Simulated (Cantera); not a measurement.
Charge: 1 mol Si, 0.72 mol Br₂, 90 mol H₂, held at 700 K and 100 Torr.

Cantera equilibrium calculation (NASA polynomials, part measured and part estimated; ideal gas, pure solids and liquids). Candidate condensed phases: Br₂, Si; 19 gas species. Rates play no part.

Base state: H₂ 0.995, SiBr₄ 0.00334, SiHBr₃ 0.000638, HBr 0.000564, SiH₂Br₂ 5.66e-5 (mole fractions); condensed: Si(s).

Problem. What changes in the equilibrium state with this change: temperature from 700 K to 898 K?

Solution. 
| species | before | after |
|---|---|---|
| H₂ | 0.995 | 0.991 |
| HBr | 0.000564 | 0.00587 |
| SiBr₄ | 0.00334 | 0.00205 |
| SiBr₂ | 1.13e-7 | 2.79e-5 |
| SiH₂Br₂ | 5.66e-5 | 6.81e-5 |
| SiHBr₃ | 0.000638 | 0.000545 |
| Si(s), mol | 0.636 | 0.756 |

Problem. What changes in the equilibrium state with this change: Br₂ from 0.72 to 9.3 mol?

Solution. 
```
species       before    after
----------  --------  -------
H₂             0.995    0.841
HBr         0.000564    0.149
SiBr₄        0.00334   0.0102
SiH₂Br₂      5.66e-5  1.78e-9
SiHBr₃      0.000638  6.24e-6
Si(s), mol     0.636        0
```

Problem. What changes in the equilibrium state with this change: temperature from 700 K to 1025 K?

Solution. 
```json
[
 {"species": "H₂", "before": "0.995", "after": "0.987"},
 {"species": "HBr", "before": "0.000564", "after": "0.0124"},
 {"species": "SiBr₄", "before": "0.00334", "after": "0.000572"},
 {"species": "SiBr₂", "before": "1.13e-7", "after": "0.000179"},
 {"species": "SiBr₃", "before": "2.37e-7", "after": "2.24e-5"},
 {"species": "SiHBr₃", "before": "0.000638", "after": "0.000228"},
 {"species": "SiH₂Br₂", "before": "5.66e-5", "after": "4.29e-5"},
 {"species": "Si(s), mol", "before": "0.636", "after": "0.905"}
]
```
The tables' values for SiBr₃ are old estimates; treat these amounts as uncertain.
